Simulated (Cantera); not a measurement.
Feed: 1 mol SO₂, 0.057 mol H₂, 1.3 mol O₂, equilibrated at 3980 Torr.

These are equilibrium values from Cantera (NASA tables, ideal gas, pure condensed phases), not measurements of a reactor. Candidate condensed phases: H₂O, H₂SO₄, S; 19 gas species. Equilibrium is a limit: real reactors are often held back by kinetics, nucleation or transport. All values below are at 2450 K.

Base state: O₂ 0.541, SO₂ 0.426, H₂O 0.0219, OH 0.00482, O 0.00360, SO₃ 0.00146, SO 0.00104, H 6.76e-5 (mole fractions); condensed: gas only.

Problem. What changes in the equilibrium state with this change: O₂ from 1.3 to 8.9 mol?

Solution. 
```json
[
 {"species": "O₂", "before": "0.541", "after": "0.888"},
 {"species": "SO₂", "before": "0.426", "after": "0.0998"},
 {"species": "O", "before": "0.00360", "after": "0.00461"},
 {"species": "H₂O", "before": "0.0219", "after": "0.00446"},
 {"species": "H₂", "before": "6.00e-5", "after": "9.56e-6"},
 {"species": "SO", "before": "0.00104", "after": "0.000191"},
 {"species": "SO₃", "before": "0.00146", "after": "0.000437"}
]
```
